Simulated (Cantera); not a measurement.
A closed system holds: 1 mol CaO, 11 mol Cl2, at 998 K and 13.0 Pa.

Equilibrium computed with Cantera from the NASA thermochemical tables; the gas is ideal and each condensed phase is pure. Candidate condensed phases: Ca, CaCl2, CaO; 11 gas species. Condensed phases not in the tables: oxide chlorides. The numbers say what is thermodynamically allowed, not how fast it happens.

Base state: Cl2 0.921, O2 0.0469, Cl 0.0317, CaCl2 0.000157 (mole fractions); condensed: CaCl2(s).

### Question
What changes in the equilibrium state with this change: temperature from 998 K to 1148 K?

### Answer
| species | before | after |
|---|---|---|
| Cl2 | 0.921 | 0.740 |
| Cl | 0.0317 | 0.202 |
| O2 | 0.0469 | 0.0421 |
| CaCl2 | 0.000157 | 0.0153 |
| ClO | 4.90e-6 | 2.07e-5 |
| CaCl2(s), mol | 0.998 | 0 |
| CaCl2(l), mol | 0 | 0.818 |

### Question
What changes in the equilibrium state with this change: pressure from 13.0 Pa to 133 Pa?

### Answer
```
species          before    after
-------------  --------  -------
Cl2               0.921    0.943
O2               0.0469   0.0474
Cl               0.0317   0.0100
CaCl2          0.000157  1.53e-5
CaCl2(s), mol     0.998    1.000
```

### Question
What changes in the equilibrium state with this change: temperature from 998 K to 1350 K?

### Answer
```csv
species,before,after
Cl,0.0317,0.728
Cl2,0.921,0.189
CaCl2,0.000157,0.0553
O2,0.0469,0.0276
ClO,4.90e-6,4.19e-5
"CaCl2(s), mol",0.998,0
```
